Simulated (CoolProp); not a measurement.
Values from CoolProp's reference Helmholtz-energy equation of state, Lemmon 2022.

Q: Give the vapour pressure (MPa), liquid viscosity (µPa s), liquid conductivity (mW/(m K)) of saturated R1234yf at 302.7 K.

A: 
| T (K) | p (MPa) | liquid viscosity (µPa s) | liquid conductivity (mW/(m K)) |
|---|---|---|---|
| 302.7 | 0.774 | 137 | 62.2 |

Viscosity comes from a separate model (Bell 2016), an estimate that may be off by 10 % or more. Thermal conductivity comes from a separate model (Perkins 2011).
